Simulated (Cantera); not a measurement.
A perfectly stirred reactor is fed with H₂ : O₂ = 0.11 : 1 (molar parts), equivalence ratio 0.055, at 20.0 Torr; it is held at 1323 K, and followed from long to short residence time.

Detailed kinetics in Cantera: the H2/O2 subset of GRI-Mech 3.0, which has no nitrogen chemistry. Radical loss at walls, strong at low pressure, is not modelled. The temperature is held fixed by assumption; the heat of reaction is taken as removed at once.

x: mole fraction; the columns are a selection and need not sum to one.

```csv
τ (s),x H₂,x O₂,x H₂O,x H₂O₂,x O
0.79,0.000197,0.893,0.103,[?],0.00223
0.29,0.000368,0.890,0.102,[?],0.00427
0.11,0.000664,0.886,0.101,[?],0.00786
0.040,0.00120,0.879,0.0982,[?],0.0143
0.015,0.00205,0.868,0.0943,[?],0.0237
0.0055,0.00339,0.854,0.0886,[?],0.0351
0.0021,0.00551,0.844,0.0823,[?],0.0431
0.00076,0.0100,0.841,0.0744,[?],0.0444
0.00028,0.0201,0.846,0.0628,4.38e-7,0.0382
0.00010,0.0434,0.862,0.0419,4.19e-7,0.0246
```

Fill in the missing entries.


- 0.79, x H₂O₂: 1.17e-7
- 0.29, x H₂O₂: 1.55e-7
- 0.11, x H₂O₂: 1.96e-7
- 0.040, x H₂O₂: 2.37e-7
- 0.015, x H₂O₂: 2.70e-7
- 0.0055, x H₂O₂: 2.94e-7
- 0.0021, x H₂O₂: 3.20e-7
- 0.00076, x H₂O₂: 3.72e-7
